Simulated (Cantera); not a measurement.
A closed system holds: 1 mol FeS2, 0.6 mol O2, 0.74 mol H2O, held at 1398 K and 1.10 bar.

Cantera equilibrium calculation (NASA polynomials, part measured and part estimated; ideal gas, pure solids and liquids). Candidate condensed phases: Fe, FeO, Fe(OH)2, Fe(OH)3, FeS, FeSO4, FeS2, Fe2O3, Fe2(SO4)3, Fe3O4, H2O, H2SO4, S; 22 gas species. FeS: taken at fixed stoichiometry. Equilibrium is a limit: real reactors are often held back by kinetics, nucleation or transport.

Base state: H2O 0.446, SO2 0.406, S2 0.104, H2S 0.0249, H2 0.0119, S2O 0.00609, SO 0.00149, SH 0.000369 (mole fractions); condensed: FeS(s).

Problem. What changes in the equilibrium state with this change: pressure from 1.10 bar to 3.00 bar?

Solution. 
| species | before | after |
|---|---|---|
| H2O | 0.446 | 0.444 |
| SO2 | 0.406 | 0.408 |
| S2 | 0.104 | 0.0992 |
| H2S | 0.0249 | 0.0308 |
| H2 | 0.0119 | 0.00914 |
| SO | 0.00149 | 0.00115 |
| S2O | 0.00609 | 0.00760 |
| SH | 0.000369 | 0.000316 |
| FeS(s), mol | 1.000 | 1.000 |

Problem. What changes in the equilibrium state with this change: 0.057 mol CO2 added?

Solution. 
```tsv
species	before	after
H2O	0.446	0.430
SO2	0.406	0.392
S2	0.104	0.0995
CO2	0	0.0337
H2S	0.0249	0.0237
H2	0.0119	0.0116
CO	0	0.00197
COS	0	0.000131
FeS(s), mol	1.000	1.000
```
Further candidate phases: C, C6H6, C7H8, C8H18, Fe(CO)5.

Problem. What changes in the equilibrium state with this change: O2 from 0.6 to 2.7 mol?

Solution. 
| species | before | after |
|---|---|---|
| SO2 | 0.406 | 0.729 |
| H2O | 0.446 | 0.270 |
| SO3 | 4.34e-7 | 0.000886 |
| S2 | 0.104 | <1e-9 |
| H2S | 0.0249 | <1e-9 |
| H2 | 0.0119 | 6.37e-6 |
| S2O | 0.00609 | <1e-9 |
| SH | 0.000369 | <1e-9 |
| FeS(s), mol | 1.000 | 0 |
| Fe2O3(s), mol | 0 | 0.188 |
| Fe3O4(s), mol | 0 | 0.208 |
Mutual solubility and eutectic melting of coexisting phases are not modelled.
